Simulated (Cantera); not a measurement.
Input: 1 mol Si3N4, 0.019 mol H2, 0.022 mol Si, equilibrated at 1.33 mbar.

These are equilibrium values from Cantera (NASA tables, ideal gas, pure condensed phases), not measurements of a reactor. Candidate condensed phases: Si, Si3N4; 18 gas species. The tables' values for SiN are old estimates; treat these amounts as uncertain. Rates play no part.

Problem. At 1700 °C, list the 4 most abundant gas species with their mole fractions, and the condensed phases.

Solution. N2 0.965, Si 0.0237, H2 0.00754, H 0.00321. Condensed: Si(l).
